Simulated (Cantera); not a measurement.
Charge: 1 mol CH4, a varied amount of H2, held at 300 Pa.

Cantera equilibrium calculation (NASA polynomials, part measured and part estimated; ideal gas, pure solids and liquids). Candidate condensed phases: C, C6H6, C7H8, C8H18; 76 gas species. Equilibrium is a limit: real reactors are often held back by kinetics, nucleation or transport.

Stable condensed phases, one row left out:

```
T in °C \ n(H2) in mol
         0.6 1.2 2.5 5.1  10  21  43  88
   2750    A   A   A   A   A   A   A   A
   2550    B   B   B   B   A   A   A   A
   2350    B   B   B   B   B   B   A   A
   2150    B   B   B   B   B   B   B   A
   1950    B   B   B   B   B   B   B   B
   1750    B   B   B   B   B   B   B   B
   1550    B   B   B   B   B   B   B   B
   1350    B   B   B   B   B   B   B   B
   1150    B   B   B   B   B   B   B   B
    950    B   B   B   B   B   B   B   B
    750    B   B   B   B   B   B   B   B
    350    B   B   B   B   A   A   A   A
```

A: gas only; B: C.

Give the row for 550 °C.

0.6: C; 1.2: C; 2.5: C; 5.1: C; 10: C; 21: C; 43: C; 88: C.
